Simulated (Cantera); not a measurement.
An isothermal, constant-pressure homogeneous reactor starts with N2O : H2O = 1 : 0.0021 (molar parts), at 1200 K and 0.132 atm.

Model: GRI-Mech 3.0 (53 species, 325 reactions), integrated in Cantera. GRI-Mech 3.0 was tuned for natural gas; its chemistry of N2O as a main component is partial and can be far from experiment. The mechanism lacks the step 2 NO + O2 → 2 NO2, which can matter for NO2 below about 1400 K. The temperature is held fixed by assumption; the heat of reaction is taken as removed at once.

Problem. Predict: x(N2O) at 1.00 s; x(N2) at 1.00 s; x(NO) at 1.00 s; x(O2) at 1.00 s; x(O) at 1.00 s.

Solution. 
```json
{
  "x(N2O) at 1.00 s": "0.884 (gas-phase equilibrium 5.35e-9)",
  "x(N2) at 1.00 s": "0.0723 (gas-phase equilibrium 0.666)",
  "x(NO) at 1.00 s": "0.00748 (gas-phase equilibrium 0.000227)",
  "x(O2) at 1.00 s": "0.0341 (gas-phase equilibrium 0.333)",
  "x(O) at 1.00 s": "1.74e-6 (gas-phase equilibrium 3.99e-8)"
}
```
